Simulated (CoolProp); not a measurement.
The fluid at 383.58 K and 0.78 MPa (stagnation) flows isentropically through a choked orifice. The same conditions are run with several fluids, on thermodynamics alone (safety and materials aside).

Model: reference Helmholtz-energy equation of state of each fluid (sulfur dioxide: Gao 2016; CF4 (R14): Platzer 1990; R124: de Vries 1995; CH3F (R41): Lemmon 2006; chloromethane (R40): Thol 2014), in CoolProp. The equations of Platzer and Polt are older, rougher fits.

```
fluid                throat to inlet pressure ratio  mass flux (kg/(m² s))  throat temperature (K)
-------------------  ------------------------------  ---------------------  ----------------------
sulfur dioxide                                0.557                      …                   340.6
CF4 (R14)                                     0.577                   2620                   358.6
R124                                              …                   3270                   367.4
CH3F (R41)                                        …                   1700                       …
chloromethane (R40)                               …                   2080                   343.6
```

Task: Some entries are withheld; supply them.

Result: 
- sulfur dioxide, mass flux (kg/(m² s)): 2350
- R124, throat to inlet pressure ratio: 0.598
- CH3F (R41), throat to inlet pressure ratio: 0.553
- CH3F (R41), throat temperature (K): 339.7
- chloromethane (R40), throat to inlet pressure ratio: 0.561
